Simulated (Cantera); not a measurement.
Input: 1 mol HCl, 0.66 mol H₂, 0.2 mol O₂, held at 0.310 bar.

Cantera equilibrium calculation (NASA polynomials, part measured and part estimated; ideal gas, pure solids and liquids). Candidate condensed phases: H₂O; 29 gas species. Ions and electrons are included (thermal ionisation). The numbers say what is thermodynamically allowed, not how fast it happens. All values below are at 2727 °C.

Base state: HCl 0.344, H₂ 0.184, Cl 0.155, H₂O 0.146, H 0.122, OH 0.0321, O 0.0130, O₂ 0.00410 (mole fractions); condensed: gas only.

Question: What changes in the equilibrium state with this change: pressure from 0.310 bar to 0.133 bar?

Answer: 
```tsv
species	before	after
HCl	0.344	0.271
Cl	0.155	0.190
H	0.122	0.182
H₂O	0.146	0.111
O	0.0130	0.0238
OH	0.0321	0.0378
H₂	0.184	0.178
Cl₂	8.13e-5	5.23e-5
O₂	0.00410	0.00587
ClO	4.96e-5	4.76e-5
```

Question: What changes in the equilibrium state with this change: HCl replaced by H₂O?

Answer: 
| species | before | after |
|---|---|---|
| H₂O | 0.146 | 0.485 |
| H₂ | 0.184 | 0.215 |
| H | 0.122 | 0.131 |
| HCl | 0.344 | 0 |
| Cl | 0.155 | 0 |
| O₂ | 0.00410 | 0.0331 |
| OH | 0.0321 | 0.0987 |
| O | 0.0130 | 0.0370 |
| Cl₂ | 8.13e-5 | 0 |
| ClO | 4.96e-5 | 0 |
| HO₂ | 2.00e-6 | 1.75e-5 |
